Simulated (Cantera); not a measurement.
A closed system holds: 1 mol C3H6, 1.4 mol NH3, 37 mol N2, at 29.0 bar.

Cantera equilibrium calculation (NASA polynomials, part measured and part estimated; ideal gas, pure solids and liquids). Candidate condensed phases: C, C6H6, C7H8, C8H18; 92 gas species. Kinetics and transport are ignored.

Problem. At 1773 K, list the 4 most abundant gas species with their mole fractions, and the condensed phases.

Solution. N2 0.880, H2 0.118, HCN 0.00173, CH4 0.000338. Condensed: C(graphite).
